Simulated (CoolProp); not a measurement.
500 sccm (0 °C, 1 atm) of nitrogen bubbles through liquid o-xylene at 311.3 K and leaves saturated at a total pressure of 0.0113 MPa (ideal gas phase). Each further row changes one setting.

Values from CoolProp's reference Helmholtz-energy equation of state, Zhou 2012.

| case | vapour pressure (kPa) | mole fraction of vapour | delivery (mg/min) | delivery (sccm) | change of delivery for a bath 1 K warmer (%) |
|---|---|---|---|---|---|
| as stated | 1.87 | 0.165 | [?] | 99.1 | [?] |
| bath temperature 316.3 K | 2.43 | 0.215 | 647 | 137 | 6.8 |
| total pressure 0.0226 MPa | 1.87 | 0.0827 | [?] | [?] | 6.0 |

Q: Complete the blanks.

A: 
- as stated, delivery (mg/min): 469
- as stated, change of delivery for a bath 1 K warmer (%): 6.6
- total pressure 0.0226 MPa, delivery (mg/min): 214
- total pressure 0.0226 MPa, delivery (sccm): 45.1
